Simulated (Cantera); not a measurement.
## Adiabatic ignition

An adiabatic, constant-pressure homogeneous reactor starts with CH₄ : O₂ : N₂ = 1 : 2.7 : 10.2 (molar parts), equivalence ratio 0.74, at 1750 K and 6230 Torr.

Cantera simulation using GRI-Mech 3.0 (53 species, 325 reactions); the numbers are that mechanism's predictions, not measurements.

| t (s) | T (K) | x CH₄ | x O₂ | x NO₂ | x H₂ | x H₂O₂ | x N₂O | x CH₂ |
|---|---|---|---|---|---|---|---|---|
| 4.00e-6 | 1750 | 0.0717 | 0.194 | <1e-12 | 3.50e-5 | 4.15e-7 | 1.42e-9 | 3.44e-9 |
| 1.47e-5 | 1762 | 0.0675 | 0.192 | 4.26e-12 | 0.000903 | 3.22e-6 | 1.98e-8 | 1.91e-7 |
| 5.43e-5 | 2881 | <1e-12 | 0.0527 | 1.75e-6 | 0.00560 | 1.18e-6 | 2.49e-6 | <1e-12 |
| 0.000200 | 2871 | <1e-12 | 0.0493 | 8.38e-6 | 0.00560 | 1.13e-6 | 2.54e-6 | <1e-12 |
| 0.000737 | 2861 | <1e-12 | 0.0458 | 1.47e-5 | 0.00560 | 1.07e-6 | 2.70e-6 | <1e-12 |
| 0.00271 | 2860 | <1e-12 | 0.0455 | 1.52e-5 | 0.00560 | 1.07e-6 | 2.72e-6 | <1e-12 |
| 0.0100 | 2860 | <1e-12 | 0.0455 | 1.52e-5 | 0.00560 | 1.07e-6 | 2.72e-6 | <1e-12 |
| 0.0368 | 2860 | <1e-12 | 0.0455 | 1.52e-5 | 0.00560 | 1.07e-6 | 2.72e-6 | <1e-12 |
| 0.136 | 2860 | <1e-12 | 0.0455 | 1.52e-5 | 0.00560 | 1.07e-6 | 2.72e-6 | <1e-12 |
| 0.500 | 2860 | <1e-12 | 0.0455 | 1.52e-5 | 0.00560 | 1.07e-6 | 2.72e-6 | <1e-12 |
x: mole fraction; the columns are a selection and need not sum to one.

```yaml
time_of_steepest_temperature_rise: 25.6 µs
temperature at 0.500 s: 2860 K
equilibrium_temperature: 2860 K
x(CH₄) at 0.500 s: <1e-12 (gas-phase equilibrium <1e-12)
x(O₂) at 0.500 s: 0.0455 (gas-phase equilibrium 0.0455)
x(NO₂) at 0.500 s: 1.52e-5 (gas-phase equilibrium 1.52e-5)
```
